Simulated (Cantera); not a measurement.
A closed system holds: 1 mol CO, 1.2 mol O2, 8 mol N2, held at 1027 °C and 10.0 mbar.

Method: chemical equilibrium by Gibbs-energy minimisation in Cantera with the NASA 1993 tables (ideal gas, pure condensed phases). Candidate condensed phases: C; 24 gas species. Rates play no part.

**Question.** What is the equilibrium state?

**Answer.** 
| Quantity | Result |
|---|---|
| x(N2) | 0.825 |
| x(CO2) | 0.103 |
| x(O2) | 0.0720 |
| x(NO) | 0.000237 |
| gas amount | 9.700 mol |
| log10 activity of C(graphite) (absent) | -15.76 |
